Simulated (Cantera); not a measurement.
Charge: 1 mol Si₃H₈, 0.046 mol HCl, 450 mol H₂, equilibrated at 1748 K and 2.50 mbar.

Cantera equilibrium calculation (NASA polynomials, part measured and part estimated; ideal gas, pure solids and liquids). Candidate condensed phases: Si; 19 gas species. The feed counts by its element totals alone. Gases not in the tables: Si₂H₆ and higher silanes. The numbers say what is thermodynamically allowed, not how fast it happens.

Base state: H₂ 0.995, H 0.00456, Si 0.000582, HCl 0.000100, SiH 3.86e-5, SiH₂ 2.04e-5 (mole fractions); condensed: Si(l).

**Question.** What changes in the equilibrium state with this change: temperature from 1748 K to 1198 K?

**Answer.** 
```
species       before     after
----------  --------  --------
H₂             0.995     1.000
HCl         0.000100  0.000101
H            0.00456   3.80e-6
Si          0.000582     <1e-9
SiH₂         2.04e-5   1.14e-8
SiH          3.86e-5     <1e-9
Si(l), mol      2.70         0
Si(s), mol         0      3.00
```
